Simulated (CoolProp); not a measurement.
R125 at 298.15 K and 6.24 MPa flows at 1.6 m/s in a round tube of 6 mm bore and 0.25 µm roughness, fully developed (64/Re and Nu = 3.66 if laminar; Colebrook and Gnielinski if turbulent). Each further row changes one setting.

Values from CoolProp's reference Helmholtz-energy equation of state, Lemmon 2005.

| case | Reynolds number | Darcy friction factor | pressure drop (Pa/m) | heat-transfer coefficient (W/(m² K)) | mass flow (kg/h) |
|---|---|---|---|---|---|
| as stated | 72400 | 0.0195 | 5180 | 3500 | 203 |
| velocity 3.2 m/s | 145000 | 0.0170 | 18100 | 6320 | 406 |
| diameter 12 mm | 145000 | 0.0168 | 2240 | 3140 | 813 |

Viscosity comes from a separate model (Huber 2006). Thermal conductivity comes from a separate model (Perkins 2006).
